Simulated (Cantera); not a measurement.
A perfectly stirred reactor is fed with CO : H2 : CH4 : O2 : N2 = 1 : 1.1 : 0.08 : 1.83 : 6.89 (molar parts), at 1.00 atm; it is adiabatic with a 775 K inlet, and is followed from long to short residence time, starting on the burning branch (τ in s: 0.16, 0.053, 0.018, 0.0061, 0.0021, 0.0007, 0.00024, 8e-05, 2.7e-05).

Computed with Cantera and GRI-Mech 3.0 (53 species, 325 reactions).

Predict: blow-out, bracketed by the residence times tried; x(CO) at τ = 0.160 s; x(H2) at τ = 0.160 s; x(CH4) at τ = 0.160 s; x(NO) at τ = 0.160 s; x(CO) at τ = 2.10 ms; x(H2) at τ = 2.10 ms; x(CH4) at τ = 2.10 ms; x(NO) at τ = 2.10 ms.

blow-out, bracketed by the residence times tried: burning at 27.0 µs, the shortest tried
x(CO) at τ = 0.160 s: 0.00517
x(H2) at τ = 0.160 s: 0.00109
x(CH4) at τ = 0.160 s: 9.97e-8
x(NO) at τ = 0.160 s: 0.00528
x(CO) at τ = 2.10 ms: 0.0161
x(H2) at τ = 2.10 ms: 0.00370
x(CH4) at τ = 2.10 ms: 3.35e-6
x(NO) at τ = 2.10 ms: 0.000267
